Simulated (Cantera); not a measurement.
A perfectly stirred reactor is fed with H2 : O2 = 0.051 : 1 (molar parts), equivalence ratio 0.025, at 10.00 Torr; it is held at 1100 K, and followed from long to short residence time.

Cantera simulation using the H2/O2 subset of GRI-Mech 3.0, which has no nitrogen chemistry; the numbers are that mechanism's predictions, not measurements. Radical loss at walls, strong at low pressure, is not modelled. The temperature is held fixed by assumption; the heat of reaction is taken as removed at once.

Task: What does this change do: H2 0.051 to 0.12 parts?

Result: 
```json
[
 {"quantity": "x(H2) at τ = 0.660 s", "before": "0.000302", "after": "0.000592"},
 {"quantity": "x(O2) at τ = 0.660 s", "before": "0.947", "after": "0.883"},
 {"quantity": "x(O) at τ = 0.660 s", "before": "0.00281", "after": "0.00289"},
 {"quantity": "x(H2O2) at τ = 0.660 s", "before": "9.42e-8", "after": "2.10e-7"},
 {"quantity": "x(H) at τ = 0.660 s", "before": "0.000282", "after": "0.000467"},
 {"quantity": "x(H2) at τ = 29.0 ms", "before": "0.00186", "after": "0.00366"},
 {"quantity": "x(O2) at τ = 29.0 ms", "before": "0.934", "after": "0.866"},
 {"quantity": "x(O) at τ = 29.0 ms", "before": "0.0138", "after": "0.0171"},
 {"quantity": "x(H2O2) at τ = 29.0 ms", "before": "1.39e-7", "after": "2.67e-7"},
 {"quantity": "x(H) at τ = 29.0 ms", "before": "0.00389", "after": "0.00799"}
]
```
